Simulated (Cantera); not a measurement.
## Ignition delay

Mixture: CH4 : O2 : N2 : H2O = 1 : 1.18 : 4.42 : 0.33 (molar parts), equivalence ratio 1.7, at 100000 Pa, adiabatic and at constant volume. Ignition delay is the time to a rise of 400 K.

Cantera simulation using GRI-Mech 3.0 (53 species, 325 reactions); the numbers are that mechanism's predictions, not measurements.

```json
[
 {"T0 (K)": "1275", "delay (ms)": "23.3"},
 {"T0 (K)": "1350", "delay (ms)": "8.88"},
 {"T0 (K)": "1425", "delay (ms)": "3.59"},
 {"T0 (K)": "1500", "delay (ms)": "1.54"},
 {"T0 (K)": "1575", "delay (ms)": "0.715"},
 {"T0 (K)": "1650", "delay (ms)": "0.359"},
 {"T0 (K)": "1725", "delay (ms)": "0.195"}
]
```

```
Item                                                     Value
--------------------------------------------------  ----------
apparent activation energy between 1575 and 1725 K  200 kJ/mol
```
